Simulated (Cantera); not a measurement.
Charge: 1 mol AlCl₃, a varied amount of N₂, 140 mol H₂, at 1023 K and 0.340 bar.

These are equilibrium values from Cantera (NASA tables, ideal gas, pure condensed phases), not measurements of a reactor. Candidate condensed phases: Al, AlCl₃, AlN, NH₄Cl; 20 gas species. The numbers say what is thermodynamically allowed, not how fast it happens.

What share of the Al ends up in condensed phases as a function of n(N₂) (mol), at 0.77, 1.1, 1.7, 2.5, 3.7, 5.4, 8, 12, 17, 26, 38, 56?


| n(N₂) (mol) | Al condensed (%) | as |
|---|---|---|
| 0.77 | 82.8 | AlN(s) |
| 1.1 | 85.9 | AlN(s) |
| 1.7 | 88.7 | AlN(s) |
| 2.5 | 90.6 | AlN(s) |
| 3.7 | 92.1 | AlN(s) |
| 5.4 | 93.4 | AlN(s) |
| 8 | 94.4 | AlN(s) |
| 12 | 95.4 | AlN(s) |
| 17 | 96.0 | AlN(s) |
| 26 | 96.7 | AlN(s) |
| 38 | 97.3 | AlN(s) |
| 56 | 97.7 | AlN(s) |
